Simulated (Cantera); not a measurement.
Cantera run:

```python
import numpy as np
import cantera as ct

gas_names = """
    H H2 N NH NH2 NH3 N2 N2H2 N2H4 Si SiH SiH2 SiH3 SiH4 SiN Si2 Si2N Si3
""".split()
cond_names = """
    Si(cr) Si(L) Si3N4(a)
""".split()


def load(file, names, dense=False):
    # The tables refer to 1 bar. Condensed volumes are neglected.
    table = {s.name: s for s in ct.Species.list_from_file(file)}
    out = []
    for n in names:
        d = dict(table[n].input_data)
        d["thermo"] = dict(d["thermo"], **{"reference-pressure": 1e5})
        if dense:
            d["equation-of-state"] = {"model": "constant-volume", "density": "1e6 g/cm^3"}
        out.append(ct.Species.from_dict(d))
    return out


gas = ct.Solution(thermo="ideal-gas", species=load("nasa_gas.yaml", gas_names))
cond = {s.name: ct.Solution(thermo="fixed-stoichiometry", species=[s], name=s.name)
        for s in load("nasa_condensed.yaml", cond_names, dense=True)}
atoms = {
    'SiH4': {'Si': 1, 'H': 4},
    'N2': {'N': 2},
}
top_T = {'Si3N4(a)': 2400}  # K; cautious upper limits of use, not melting points


def equilibrate(T, P, feed):
    n = {}
    for name, mol in feed.items():
        for a, k in atoms[name].items():
            n[a] = n.get(a, 0.0) + k * mol
    gas.TPX = T, P, n
    mass = sum(n.values()) * gas.mean_molecular_weight
    gas.equilibrate("TP")
    valid = [c for c in cond.values() if c.min_temp <= T <= top_T.get(c.name, c.max_temp)]
    mix = ct.Mixture([(gas, mass / gas.mean_molecular_weight)] + [(c, 0.0) for c in valid])
    mix.T, mix.P = T, P
    mix.equilibrate("TP", solver="vcs", rtol=1e-11, max_steps=5000)
    return mix


results = []
feed = {'SiH4': 1, 'N2': 0.38}  # mol
T = 1073  # K
P = 100000  # Pa
mix = equilibrate(T, P, feed)
results.append((T, P, feed, dict(zip(mix.species_names, mix.species_moles))))
x = sorted(zip(gas.X, gas.species_names), reverse=True)
print(f"T = {T:g} K  P = {P:g} Pa  gas = {mix.phase_moles(0):.4g} mol")
print("   x: " + "  ".join(f"{s} {v:.3e}" for v, s in x if v > 0.001))
print("   condensed (mol): " + ("  ".join(f"{mix.phase(i).name} {mix.phase_moles(i):.4g}"
      for i in range(1, mix.n_phases) if mix.phase_moles(i) > 1e-12) or "none"))
```

It prints:

```
T = 1073 K  P = 100000 Pa  gas = 2 mol
   x: H2 1.000e+00
   condensed (mol): Si(cr) 0.43  Si3N4(a) 0.19
```

Cantera equilibrium calculation (NASA polynomials, part measured and part estimated; ideal gas, pure solids and liquids). N2 is the only nitrogen source here; it is nearly inert below about 1500 K, so the nitride shown seldom forms there in practice. Mutual solubility and eutectic melting of coexisting phases are not modelled.
